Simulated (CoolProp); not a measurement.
A closed Brayton cycle with carbon dioxide: compressor inlet 313.15 K and 9.7 MPa, high pressure 29.6 MPa, turbine inlet 975 K, compressor efficiency 0.85, turbine efficiency 0.85, recuperator effectiveness 0.9 (on enthalpy, no pinch check). Each further row changes one setting.

Model: reference Helmholtz-energy equation of state, Span 1996, in CoolProp.

```tsv
case	thermal efficiency (%)	net work (kJ/kg)	compressor to turbine work	compressor exit (K)	turbine exit (K)
as stated	37.9	131	0.21	353.7	834.8
turbine inlet 925 K	36.8	…	…	353.7	789.4
compressor inlet 323.15 K	36.8	116	…	…	834.8
high pressure 25.2 MPa	…	116	0.19	347.0	…
recuperator effectiveness 0.5	…	131	0.21	353.7	834.8
```

**Question.** What belongs in the gaps?

**Answer.** 
- turbine inlet 925 K, net work (kJ/kg): 122
- turbine inlet 925 K, compressor to turbine work: 0.22
- compressor inlet 323.15 K, compressor to turbine work: 0.30
- compressor inlet 323.15 K, compressor exit (K): 398.3
- high pressure 25.2 MPa, thermal efficiency (%): 36.0
- high pressure 25.2 MPa, turbine exit (K): 854.2
- recuperator effectiveness 0.5, thermal efficiency (%): 22.7
